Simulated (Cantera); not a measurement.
Input: 1 mol HgO, 0.099 mol H2, 3.2 mol N2, equilibrated at 1498.15 K and 490000 Pa.

Method: chemical equilibrium by Gibbs-energy minimisation in Cantera with the NASA 1993 tables (ideal gas, pure condensed phases). Candidate condensed phases: H2O, Hg, HgO; 25 gas species. Kinetics and transport are ignored.

Base state: N2 0.673, Hg 0.211, O2 0.0945, H2O 0.0208, NO 0.000752, OH 1.93e-5 (mole fractions); condensed: gas only.

**Question.** What changes in the equilibrium state with this change: HgO replaced by Fe(CO)5?

**Answer.** 
```json
[
 {"species": "CO", "before": "0", "after": "0.601"},
 {"species": "N2", "before": "0.673", "after": "0.386"},
 {"species": "H2", "before": "5.65e-8", "after": "0.0118"},
 {"species": "Hg", "before": "0.211", "after": "0"},
 {"species": "O2", "before": "0.0945", "after": "<1e-9"},
 {"species": "H2O", "before": "0.0208", "after": "6.07e-5"},
 {"species": "CO2", "before": "0", "after": "0.00119"},
 {"species": "NO", "before": "0.000752", "after": "<1e-9"},
 {"species": "HCN", "before": "0", "after": "7.06e-5"},
 {"species": "OH", "before": "1.93e-5", "after": "<1e-9"},
 {"species": "C(graphite), mol", "before": "0", "after": "0.00978"},
 {"species": "Fe(γ), mol", "before": "0", "after": "1.00"}
]
```
Iron dissolves carbon and melts from about 1420 K in contact with it, which pure phases cannot show. Condensed phases not in the tables: cementite and carbon dissolved in iron. Further candidate phases: C, C6H6, C7H8, C8H18, Fe, Fe(CO)5, FeO, Fe(OH)2, Fe(OH)3, Fe2O3, Fe3O4.

**Question.** What changes in the equilibrium state with this change: temperature from 1498.15 K to 550 K?

**Answer.** 
```
species        before    after
-----------  --------  -------
N2              0.673    0.942
Hg              0.211   0.0291
H2O            0.0208   0.0291
O2             0.0945  3.69e-7
NO           0.000752    <1e-9
OH            1.93e-5    <1e-9
HgO(s), mol         0    0.901
```
